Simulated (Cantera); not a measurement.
Charge: 1 mol CuO, 4.2 mol H2, equilibrated at 1025 °C and 0.000430 bar.

Method: chemical equilibrium by Gibbs-energy minimisation in Cantera with the NASA 1993 tables (ideal gas, pure condensed phases). Candidate condensed phases: Cu, CuO, Cu(OH)2, Cu2O, H2O; 12 gas species. Kinetics and transport are ignored.

Base state: H2 0.762, H2O 0.238, Cu 0.000351, H 4.52e-5 (mole fractions); condensed: Cu(s).

What changes in the equilibrium state with this change: temperature from 1025 °C to 1177 °C?


| species | before | after |
|---|---|---|
| H2 | 0.762 | 0.755 |
| H2O | 0.238 | 0.236 |
| Cu | 0.000351 | 0.00800 |
| H | 4.52e-5 | 0.000396 |
| Cu(s), mol | 0.999 | 0 |
| Cu(l), mol | 0 | 0.966 |

What changes in the equilibrium state with this change: H2 from 4.2 to 0.39 mol?


| species | before | after |
|---|---|---|
| H2O | 0.238 | 0.876 |
| O2 | <1e-9 | 0.124 |
| OH | 1.83e-7 | 0.000185 |
| H2 | 0.762 | 1.01e-5 |
| Cu | 0.000351 | 0.000132 |
| H | 4.52e-5 | 1.65e-7 |
| Cu(s), mol | 0.999 | 0 |
| Cu2O(s), mol | 0 | 0.500 |

What changes in the equilibrium state with this change: temperature from 1025 °C to 1500 °C?


| species | before | after |
|---|---|---|
| H2 | 0.762 | 0.607 |
| Cu | 0.000351 | 0.191 |
| H2O | 0.238 | 0.191 |
| H | 4.52e-5 | 0.0107 |
| Cu2 | 2.83e-8 | 6.78e-5 |
| OH | 1.83e-7 | 0.000209 |
| Cu(s), mol | 0.999 | 0 |
